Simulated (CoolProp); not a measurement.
Aqueous lithium chloride as a coolant, at -4 °C, 1 atm.

Values from CoolProp's Melinder's fits for secondary coolants.

```csv
mass %,freezing point (°C),conductivity (W/(m K)),cp (kJ/(kg K)),viscosity (mPa s),Prandtl number
5.6,-5.8,0.544,3.880,2.38,17.0
8.1,-9.2,0.540,3.734,2.58,17.8
10.7,?,0.536,?,2.82,18.9
13.3,-19.1,0.531,?,3.10,20.1
15.8,-26.5,0.526,3.309,?,21.5
18.4,-36.6,?,3.183,?,?
20.9,-48.2,0.518,3.079,4.24,25.2
```

**Question.** Some entries are withheld; supply them.

**Answer.** 
- 10.7, freezing point (°C): -13.5
- 10.7, cp (kJ/(kg K)): 3.586
- 13.3, cp (kJ/(kg K)): 3.442
- 15.8, viscosity (mPa s): 3.42
- 18.4, conductivity (W/(m K)): 0.522
- 18.4, viscosity (mPa s): 3.80
- 18.4, Prandtl number: 23.2
